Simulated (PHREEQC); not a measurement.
0.1 mol of Fluorite (CaF2) is brought to equilibrium with 1 kg of water holding 0.012 mol/kgw NaCl, at several temperatures. O2 is buffered at 0.21 atm. No CO2 enters from the air. Only these solids could form: Fluorite, Halite.

Equilibrium calculation in PHREEQC: ion-association model, phreeqc.dat.

```csv
T (°C),pH,dissolved Ca (mol/kgw),dissolved F (mol/kgw)
0,7.52,0.000175,0.000349
6.7,7.39,0.000191,0.000381
20,?,0.000221,0.000442
26.7,?,0.000236,0.000471
33.3,?,0.000249,0.000499
46.7,?,0.000275,0.000550
53.3,6.75,0.000286,0.000572
66.7,?,0.000306,0.000611
73.3,?,0.000314,0.000628
80,6.54,0.000322,0.000643
93.3,?,0.000333,0.000667
100,6.44,0.000338,0.000676
```

Question: Fill in the missing entries.

Answer: 
- 20, pH: 7.16
- 26.7, pH: 7.06
- 33.3, pH: 6.98
- 46.7, pH: 6.82
- 66.7, pH: 6.64
- 73.3, pH: 6.59
- 93.3, pH: 6.47

Constants without temperature data keep their 25 °C values here.
